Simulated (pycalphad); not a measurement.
Computed with pycalphad from the COST 507 light-alloy database (1999), at 1 atm. These are 1990s assessments: newer ones move some temperatures and phases. Phase fractions are per mole of atoms.

Problem. Give the equilibrium state of Si-0.43Cu (at.%) at 1130 K.

Solution. diamond (Si), fraction 0.994, with no Cu at.%; liquid, fraction 0.006, with 66.7 Cu at.%.

Problem. Give the equilibrium state of Si-0.43Cu (at.%) at 770 K.

Solution. diamond (Si), fraction 0.994, with no Cu at.%; CU19SI6_ETA, fraction 0.006, with 76.0 Cu at.%.

Database names, with the compositions (at.%) that they take in these runs: CU19SI6_ETA: Cu 76 Si 24. An entry "none" or "no" means that the model of the phase leaves that element out.
